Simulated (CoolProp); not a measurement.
R365MFC along the isotherm 411.9 K: fugacity coefficient from the reference equation and from simpler models built on Tc = 460.0 K, pc = 3266 kPa, ω = 0.377; each cubic takes its own stable root.

The numbers come from the reference Helmholtz-energy equation of state, Lemmon 2016 in CoolProp.

| p (kPa) | phase | reference | van der Waals | Redlich-Kwong | Soave-Redlich-Kwong | Peng-Robinson |
|---|---|---|---|---|---|---|
| 1260 | gas | 0.8011 | 0.8512 | 0.8231 | 0.8106 | 0.7976 |
| 2510 | liquid | 0.4487 | 0.6402 | 0.5394 | 0.4664 | 0.4515 |
| 3770 | liquid | 0.3159 | 0.4667 | 0.3841 | 0.3308 | 0.3179 |
| 5030 | liquid | 0.2502 | 0.3814 | 0.3072 | 0.2637 | 0.2517 |
| 6280 | liquid | 0.2116 | 0.3320 | 0.2620 | 0.2243 | 0.2126 |
| 7540 | liquid | 0.1860 | 0.3001 | 0.2321 | 0.1982 | 0.1866 |
| 8790 | liquid | 0.1682 | 0.2787 | 0.2114 | 0.1801 | 0.1685 |
| 10100 | liquid | 0.1547 | 0.2632 | 0.1957 | 0.1664 | 0.1547 |
| 11300 | liquid | 0.1454 | 0.2533 | 0.1849 | 0.1570 | 0.1451 |
| 12600 | liquid | 0.1376 | 0.2458 | 0.1760 | 0.1492 | 0.1370 |
| 13800 | liquid | 0.1320 | 0.2412 | 0.1697 | 0.1436 | 0.1311 |
| 15100 | liquid | 0.1272 | 0.2381 | 0.1643 | 0.1389 | 0.1260 |
| 16300 | liquid | 0.1237 | 0.2367 | 0.1605 | 0.1355 | 0.1223 |
